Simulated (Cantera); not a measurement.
Cantera run:

```python
import numpy as np
import cantera as ct

gas_names = """
    CL CL2 H HCL H2 Si SiCL SiCL2 SiCL3 SiCL4 SiH SiHCL3 SiH2 SiH2CL2 SiH3 SiH3CL SiH4 Si2 Si3
""".split()
cond_names = """
    Si(cr) Si(L)
""".split()


# ... load() reads the species with a 1 bar reference pressure and builds the phases ...
atoms = {
    'SiHCl3': {'Si': 1, 'H': 1, 'CL': 3},
    'HCl': {'H': 1, 'CL': 1},
    'H2': {'H': 2},
}
top_T = {}  # K; cautious upper limits of use, not melting points


# ... equilibrate(T, P, feed) seeds the gas with the atoms and calls Mixture.equilibrate('TP', solver="vcs", rtol=1e-11, max_steps=5000) ...
results = []
T = 1575  # K
P = 10000  # Pa
for m in [7.3, 9.8, 13, 18, 23, 31, 42, 56, 75, 100, 130]:
    feed = {'SiHCl3': 1, 'HCl': 0.048, 'H2': m}  # mol
    mix = equilibrate(T, P, feed)
    results.append((T, P, feed, dict(zip(mix.species_names, mix.species_moles))))

top = {s: max(r[3][s] / sum(r[3][g] for g in gas_names) for r in results) for s in gas_names}
cols = sorted((s for s in top if top[s] > 1e-05), key=lambda s: -top[s])[:9]
seen = [c for c in cond_names if any(r[3].get(c, 0) > 1e-12 for r in results)]
print("log10 of partial pressures in bar; condensed amounts in mol")
print(f"{'n(H2)':>10s}" + "".join(f"{s[:9]:>10s}" for s in cols + seen))
for T, P, feed, n in results:
    ng = sum(n[g] for g in gas_names)
    print(f"{feed['H2']:10.4g}" + "".join(f"{np.log10(max(n[s] / ng * P / 1e5, 1e-99)):10.3f}" for s in cols)
          + "".join(f"{n.get(c, 0):10.4g}" for c in seen))
```

It prints:

```
log10 of partial pressures in bar; condensed amounts in mol
     n(H2)        H2       HCL     SiCL2     SiCL3     SiCL4    SiHCL3         H   SiH2CL2        CL    Si(cr)
       7.3    -1.112    -1.864    -2.087    -3.198    -3.891    -4.014    -4.937    -4.918    -5.790     0.157
       9.8    -1.090    -1.919    -2.219    -3.396    -4.156    -4.201    -4.926    -5.028    -5.856    0.2224
        13    -1.072    -1.980    -2.357    -3.604    -4.433    -4.400    -4.917    -5.149    -5.925    0.2901
        18    -1.055    -2.058    -2.530    -3.863    -4.778    -4.650    -4.909    -5.305    -6.011    0.3722
        23    -1.045    -2.122    -2.669    -4.071    -5.056    -4.854    -4.904    -5.434    -6.081    0.4354
        31    -1.035    -2.207    -2.849    -4.341    -5.416    -5.118    -4.899    -5.603    -6.171    0.5118
        42    -1.027    -2.300    -3.043    -4.632    -5.803    -5.405    -4.895    -5.789    -6.268    0.5868
        56    -1.021    -2.393    -3.236    -4.922    -6.190    -5.692    -4.892    -5.976    -6.364    0.6532
        75    -1.016    -2.494    -3.441    -5.230    -6.601    -5.998    -4.889    -6.177    -6.467    0.7144
       100    -1.012    -2.597    -3.652    -5.546    -7.022    -6.311    -4.887    -6.384    -6.572    0.7677
       130    -1.010    -2.695    -3.850    -5.843    -7.418    -6.607    -4.886    -6.579    -6.671    0.8098
```

Method: chemical equilibrium by Gibbs-energy minimisation in Cantera with the NASA 1993 tables (ideal gas, pure condensed phases). The tables' values for SiCl3, SiCl are old estimates; treat these amounts as uncertain.
